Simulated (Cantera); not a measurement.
# Low-pressure radical oxidation in H2/O2

An isothermal, constant-pressure homogeneous reactor starts with 0.480 % H2, 17.2 % O2, 82.4 % N2, at 1300 K and 2.85 Torr.

Cantera simulation using the H2/O2 subset of GRI-Mech 3.0, which has no nitrogen chemistry; the numbers are that mechanism's predictions, not measurements. Radical loss at walls, strong at low pressure, is not modelled.

```csv
t (s),x H2,x O2,x H,x O,x H2O2,x H2O,x HO2
0.000600,0.00480,0.172,4.85e-10,2.85e-10,<1e-12,2.91e-11,7.41e-10
0.00163,0.00480,0.172,9.46e-10,1.49e-9,<1e-12,4.18e-10,2.02e-9
0.00445,0.00480,0.172,2.71e-9,8.27e-9,2.70e-12,5.48e-9,5.49e-9
0.0121,0.00480,0.172,2.92e-8,1.14e-7,1.65e-11,1.29e-7,1.49e-8
0.0330,0.00471,0.172,1.37e-5,5.46e-5,1.02e-10,6.82e-5,5.58e-8
0.0899,5.74e-5,0.167,0.000429,0.00382,1.89e-9,0.00428,7.12e-8
0.245,4.82e-5,0.167,0.000401,0.00379,1.73e-9,0.00432,6.87e-8
0.667,4.59e-5,0.167,0.000370,0.00359,1.72e-9,0.00434,6.74e-8
1.82,4.03e-5,0.168,0.000301,0.00312,1.68e-9,0.00440,6.41e-8
4.95,2.91e-5,0.168,0.000180,0.00220,1.55e-9,0.00451,5.59e-8
13.5,1.42e-5,0.169,5.97e-5,0.00105,1.20e-9,0.00464,3.99e-8
36.7,4.12e-6,0.169,9.20e-6,0.000299,6.40e-10,0.00474,2.01e-8
100,8.42e-7,0.170,8.45e-7,6.07e-5,2.12e-10,0.00478,6.92e-9
```
x: mole fraction; the columns are a selection and need not sum to one.

Equilibrium at this temperature and pressure: H2 1.66e-8, O2 0.170, H 2.32e-9, O 1.19e-6, H2O2 6.70e-12, H2O 0.00481, HO2 1.74e-9 (gas phase only).
